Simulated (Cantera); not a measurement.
An isothermal, constant-pressure homogeneous reactor starts with 0.459 % CO, 0.976 % O2, 0.918 % H2O, 97.6 % N2, equivalence ratio 0.24, at 1425 K and 0.128 atm.

Computed with Cantera and GRI-Mech 3.0 (53 species, 325 reactions).

One state of this run: x CO = 0.000101; x O2 = 0.00748; x H2O = 0.00900; x N2O = 5.51e-8; x H2 = 7.75e-5; x NO = 9.59e-7; x H = 6.65e-5. x: mole fraction; the columns are a selection and need not sum to one.

Which value of t (s) does it belong to?
(A) 0.000181
(B) 0.000996
(C) 0.910
(D) 0.165

D, 0.165
